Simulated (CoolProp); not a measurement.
A closed Brayton cycle with nitrogen: compressor inlet 315.15 K and 2.5 MPa, high pressure 6.04 MPa, turbine inlet 970 K, compressor efficiency 0.8, turbine efficiency 0.9, recuperator effectiveness 0.8 (on enthalpy, no pinch check). Each further row changes one setting.

Computed with CoolProp (reference Helmholtz-energy equation of state, Span 2000).

| case | thermal efficiency (%) | net work (kJ/kg) | compressor to turbine work | compressor exit (K) | turbine exit (K) |
|---|---|---|---|---|---|
| as stated | 30.8 | 88.8 | 0.57 | 428.6 | 790.8 |
| turbine inlet 920 K | 29.1 | 78.0 | 0.60 | 428.6 | 748.6 |
| compressor inlet 325.15 K | 29.7 | 84.9 | 0.59 | 442.1 | 790.8 |
| high pressure 5.13 MPa | 29.5 | 78.2 | 0.55 | 405.4 | 821.4 |
| recuperator effectiveness 0.5 | 21.8 | 88.8 | 0.57 | 428.6 | 790.8 |
